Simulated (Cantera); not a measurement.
Input: 1 mol Al, 0.39 mol HCl, 0.71 mol O2, equilibrated at 1 atm.

Cantera equilibrium calculation (NASA polynomials, part measured and part estimated; ideal gas, pure solids and liquids). Candidate condensed phases: Al, AlCl3, Al2O3, H2O; 29 gas species. The tables' values for AlCl2 are old estimates; treat these amounts as uncertain. The numbers say what is thermodynamically allowed, not how fast it happens.

x: gas mole fraction; n: condensed amount in mol.

| T (K) | x HCl | x H2 | x AlCl3 | x AlCl2 | x Al2Cl6 | x H2O | n Al2O3(s) |
|---|---|---|---|---|---|---|---|
| 1048 | 0.634 | 0.220 | 0.145 | 1.95e-7 | 0.00112 | 6.83e-6 | 0.473 |
| 1098 | 0.633 | 0.220 | 0.146 | 5.75e-7 | 0.000627 | 1.18e-5 | 0.473 |
| 1148 | 0.633 | 0.220 | 0.146 | 1.54e-6 | 0.000368 | 1.95e-5 | 0.473 |
| 1198 | 0.633 | 0.220 | 0.146 | 3.77e-6 | ___ | ___ | 0.473 |
| 1248 | 0.633 | 0.220 | 0.147 | 8.60e-6 | 0.000145 | 4.69e-5 | 0.473 |
| 1298 | 0.633 | 0.220 | 0.147 | 1.84e-5 | 9.62e-5 | 6.89e-5 | 0.473 |
| 1348 | 0.633 | 0.220 | 0.147 | 3.71e-5 | 6.60e-5 | 9.83e-5 | 0.473 |
| 1398 | 0.633 | 0.220 | 0.147 | 7.10e-5 | 4.67e-5 | 0.000137 | 0.473 |
| 1448 | 0.633 | 0.220 | 0.147 | 0.000130 | 3.38e-5 | 0.000185 | 0.473 |
| 1498 | 0.633 | 0.220 | 0.147 | 0.000228 | 2.51e-5 | 0.000246 | 0.473 |
| 1548 | 0.633 | 0.220 | 0.147 | 0.000385 | 1.90e-5 | 0.000320 | 0.473 |
| 1598 | 0.633 | 0.220 | 0.146 | 0.000628 | ___ | ___ | 0.473 |
| 1648 | 0.633 | 0.220 | 0.146 | 0.000993 | 1.15e-5 | 0.000516 | 0.473 |
| 1698 | 0.633 | 0.219 | 0.146 | 0.00152 | 9.14e-6 | 0.000642 | 0.473 |

Problem. Complete the blanks.

Solution. 
- 1598, x Al2Cl6: 1.47e-5
- 1598, x H2O: 0.000410
- 1198, x Al2Cl6: 0.000226
- 1198, x H2O: 3.08e-5
